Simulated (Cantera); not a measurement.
## Carbon deposition, reforming and gasification: CH3OH + NH3 + N2

Input: 1 mol CH3OH, 0.013 mol NH3, a varied amount of N2, at 1450 K and 6.30 mbar.

These are equilibrium values from Cantera (NASA tables, ideal gas, pure condensed phases), not measurements of a reactor. Candidate condensed phases: C, C6H6, C7H8, C8H18, H2O; 136 gas species. Equilibrium is a limit: real reactors are often held back by kinetics, nucleation or transport.

```tsv
n(N2) (mol)	log p N2	log p H2	log p CO	log p H	log p HCN	log p H2O	log p CO2
2.9	-2.51	-2.67	-2.97	-6.36	-6.95	-7.02	-7.70
6.4	-2.37	-2.87	-3.18	-6.46	-7.16	-7.24	-7.92
10	-2.32	-3.01	-3.32	-6.53	-7.33	-7.40	-8.08
14	-2.29	-3.13	-3.43	-6.59	-7.46	-7.54	-8.22
17	-2.27	-3.20	-3.50	-6.62	-7.55	-7.62	-8.30
21	-2.26	-3.28	-3.58	-6.66	-7.64	-7.72	-8.40
24	-2.25	-3.33	-3.63	-6.69	-7.71	-7.78	-8.46
28	-2.25	-3.39	-3.69	-6.72	-7.78	-7.85	-8.54
31	-2.24	-3.43	-3.73	-6.74	-7.83	-7.90	-8.59
35	-2.24	-3.48	-3.78	-6.76	-7.89	-7.96	-8.64
```
log p: log10 of the partial pressure in bar; nothing condenses.

From 2.9 mol N2 to 35 mol N2 nothing is condensed. The main C-bearing gas is CO throughout.
